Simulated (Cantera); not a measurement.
A closed system holds: 1 mol MgSO4, 0.19 mol H2, 0.17 mol O2, held at 7.50 Torr.

These are equilibrium values from Cantera (NASA tables, ideal gas, pure condensed phases), not measurements of a reactor. Candidate condensed phases: H2O, H2SO4, Mg, MgO, Mg(OH)2, MgS, MgSO4, S; 26 gas species. The numbers say what is thermodynamically allowed, not how fast it happens. All values below are at 1848 K.

Base state: SO2 0.565, O2 0.324, H2O 0.106, OH 0.00331, O 0.00108, SO 0.000332, SO3 0.000287, H2 0.000155 (mole fractions); condensed: MgO(s).

Q: What changes in the equilibrium state with this change: pressure from 7.50 Torr to 750 Torr?

A: 
```
species        before     after
-----------  --------  --------
SO2             0.565     0.564
O2              0.324     0.324
H2O             0.106     0.107
SO3          0.000287   0.00287
OH            0.00331   0.00106
H             6.59e-5   2.10e-6
SO           0.000332   3.31e-5
O             0.00108  0.000108
MgO(s), mol     1.000     1.000
```
